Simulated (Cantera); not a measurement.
Si + Br2 + H2 (silicon etching in halogen gases)

A closed system holds: 1 mol Si, 6.7 mol Br2, 0.75 mol H2, equilibrated at 0.100 bar.

Method: chemical equilibrium by Gibbs-energy minimisation in Cantera with the NASA 1993 tables (ideal gas, pure condensed phases). Candidate condensed phases: Br2, Si; 19 gas species. The tables' values for SiBr3 are old estimates; treat these amounts as uncertain. Kinetics and transport are ignored.

```csv
T (K),log p Br2,log p Br,log p HBr,log p SiBr4,log p SiBr3
650,-1.21,-5.59,-1.63,-1.81,<-13
725,-1.21,-4.78,-1.63,-1.81,-12.83
800,-1.21,-4.12,-1.63,-1.81,-11.29
875,-1.21,-3.58,-1.63,-1.81,-10.03
950,-1.22,-3.12,-1.64,-1.81,-8.96
1025,-1.22,-2.73,-1.64,-1.81,-8.05
1100,-1.24,-2.39,-1.64,-1.82,-7.27
1175,-1.26,-2.11,-1.65,-1.83,-6.59
1250,-1.30,-1.86,-1.66,-1.84,-5.98
1325,-1.36,-1.66,-1.68,-1.86,-5.44
1400,-1.45,-1.50,-1.71,-1.89,-4.95
1475,-1.57,-1.37,-1.74,-1.92,-4.50
1550,-1.73,-1.28,-1.77,-1.95,-4.07
1625,-1.92,-1.21,-1.79,-1.98,-3.66
```
log p: log10 of the partial pressure in bar; nothing condenses.

From 650 K to 1625 K nothing is condensed. The main Si-bearing gas is SiBr4 throughout.
